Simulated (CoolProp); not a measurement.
Vapour-liquid equilibrium of n-butane (1) + cyclohexane (2) at 385.8 K; x and y are mole fractions of (1).

Values from CoolProp's multi-fluid Helmholtz-energy mixture model, Bücker 2006 and Zhou 2014; pair parameters Bell 2016.

Problem. Give the bubble pressure and the first vapour's composition at x = 0.05, 0.15, 0.25. Is there an azeotrope?

Solution. x = 0.05: 0.2983 MPa, y = 0.217; x = 0.15: 0.4282 MPa, y = 0.495; x = 0.25: 0.5760 MPa, y = 0.657. No azeotrope shows between x = 0.05 and 0.95.

Pair parameters are fitted to limited data, so mixtures are less certain than the pure fluids.
